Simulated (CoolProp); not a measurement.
Saturation properties of decamethyltetrasiloxane (MD2M).

The numbers come from the reference Helmholtz-energy equation of state, Thol 2017 in CoolProp.

```tsv
T (°C)	p (bar)	vapour density (kg/m³)	liquid cp (kJ/(kg K))	surface tension (mN/m)
53.55	0.003972	0.04547	1.795	15.0
74.15	0.01311	0.1414	1.844	13.4
94.75	0.03633	0.3711	1.892	11.9
115.35	0.08734	0.8494	1.939	10.5
135.95	0.1869	1.742	1.985	9.04
156.55	0.3632	3.269	2.031	7.70
177.15	0.6524	5.715	2.076	6.41
197.75	1.097	9.445	2.122	5.20
218.35	1.747	14.94	2.169	4.06
238.95	2.658	22.90	2.222	3.01
259.55	3.896	34.40	2.283	2.06
280.15	5.537	51.51	2.371	1.23
```

It boils at 194.4 °C under 1 atm.

Surface tension comes from a separate correlation (Mulero 2014), older than this fluid's equation and unchecked against measurements.
